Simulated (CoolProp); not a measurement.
R22 at several states: Z from the reference equation and from simpler models built on Tc = 369.3 K, pc = 4.990 MPa, ω = 0.221; each cubic takes its own stable root.

Model: reference Helmholtz-energy equation of state, Kamei 1995, in CoolProp.

| T (K) | p (MPa) | phase | reference |
|---|---|---|---|
| 258.1 | 1.44 | liquid | 0.04348 |
| 499.1 | 2.52 | gas | 0.9408 |
| 238.6 | 1.01 | liquid | 0.03160 |
| 223.2 | 0.344 | liquid | 0.01116 |

**Question.** How far does each simpler model (van der Waals, Soave-Redlich-Kwong, Peng-Robinson) lie from the reference over these 4 states: mean and median of the absolute difference, and the worst?

**Answer.** 
- van der Waals: mean 2091.5 %, median 65.7 %, worst +8233.3 % at 223.2 K and 0.344 MPa
- Soave-Redlich-Kwong: mean 7.8 %, median 10.1 %, worst +10.4 % at 258.1 K and 1.44 MPa
- Peng-Robinson: mean 2.1 %, median 2.4 %, worst -2.5 % at 238.6 K and 1.01 MPa

At some of these states van der Waals gives the other phase, because its saturation line lies elsewhere.
